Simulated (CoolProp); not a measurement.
Vapour-liquid equilibrium of R134a (1) + R141b (2) at 326 K; x and y are mole fractions of (1).

Model: multi-fluid Helmholtz-energy mixture model, Tillner-Roth 1994 and Lemmon 2006; pair parameters Bell 2016, in CoolProp.

### Question
Give the bubble pressure and the first vapour's composition at x = 0.5, 0.8, 0.95. Is there an azeotrope?

### Answer
x = 0.5: 0.8867 MPa, y = 0.844; x = 0.8: 1.190 MPa, y = 0.934; x = 0.95: 1.354 MPa, y = 0.981. No azeotrope shows between x = 0.05 and 0.95.

The pair parameters rest on a limited set of measurements; away from them the model extrapolates.
